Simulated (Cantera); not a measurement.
An isothermal, constant-pressure homogeneous reactor starts with 3.23 % C3H8, 96.8 % H2, at 1848 K and 0.730 atm.

Detailed kinetics in Cantera: GRI-Mech 3.0 (53 species, 325 reactions). GRI-Mech 3.0 was tuned for natural gas; its chemistry of propane as a main component is partial and can be far from experiment. GRI-Mech 3.0 stops at C3 and has no aromatics, soot or wall deposition, so with more carbon than oxygen in the feed, carbon stays in small species such as C2H2 where larger ones or solid carbon would form.

x: mole fraction; the columns are a selection and need not sum to one.

```
t (s)       x C3H8   x H2    x CH4  x C2H2    x C2H    x CH2    x C2H4
--------  --------  -----  -------  ------  -------  -------  --------
0.000200   3.12e-9  0.934   0.0381  0.0247  1.59e-7  3.00e-7   0.00189
0.000592   2.19e-9  0.935   0.0373  0.0264  1.72e-7  2.99e-7  0.000458
0.00175        [?]  0.936   0.0352  0.0274  1.80e-7  2.86e-7  0.000413
0.00518    1.25e-9  0.939   0.0303  0.0297  1.96e-7  2.51e-7  0.000416
0.0153    5.26e-10  0.943      [?]     [?]      [?]      [?]  0.000431
0.0453    1.53e-10  0.949   0.0119  0.0381  2.56e-7  1.08e-7  0.000459
0.134     6.22e-11  0.952  0.00667  0.0406  2.75e-7  6.27e-8  0.000481
0.397     5.07e-11  0.952  0.00569  0.0410  2.78e-7  5.40e-8  0.000486
1.17      5.06e-11  0.952  0.00568  0.0410  2.78e-7  5.39e-8  0.000486
3.47      5.06e-11  0.952  0.00568  0.0410  2.78e-7  5.39e-8  0.000486
10.3      5.06e-11  0.952  0.00568  0.0410  2.78e-7  5.39e-8  0.000486
30.4      5.06e-11  0.952  0.00568  0.0410  2.78e-7  5.39e-8  0.000486
90.0      5.06e-11  0.952  0.00568  0.0410  2.78e-7  5.39e-8  0.000486
```

### Question
Some entries are withheld; supply them.

### Answer

- 0.00175, x C3H8: 1.87e-9
- 0.0153, x CH4: 0.0214
- 0.0153, x C2H2: 0.0338
- 0.0153, x C2H: 2.24e-7
- 0.0153, x CH2: 1.85e-7
